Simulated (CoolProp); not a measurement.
Vapour-liquid equilibrium of R134a (1) + R152A (2) at 304.9 K; x and y are mole fractions of (1).

Values from CoolProp's multi-fluid Helmholtz-energy mixture model, Tillner-Roth 1994 and Outcalt 1996; pair parameters Lemmon 2004.

Task: Give the bubble pressure and the first vapour's composition at x = 0.35, 0.65, 0.8. Is there an azeotrope?

Result: x = 0.35: 7.402 bar, y = 0.366; x = 0.65: 7.660 bar, y = 0.674; x = 0.8: 7.831 bar, y = 0.820. No azeotrope shows between x = 0.05 and 0.95.

Pair parameters are fitted to limited data, so mixtures are less certain than the pure fluids.
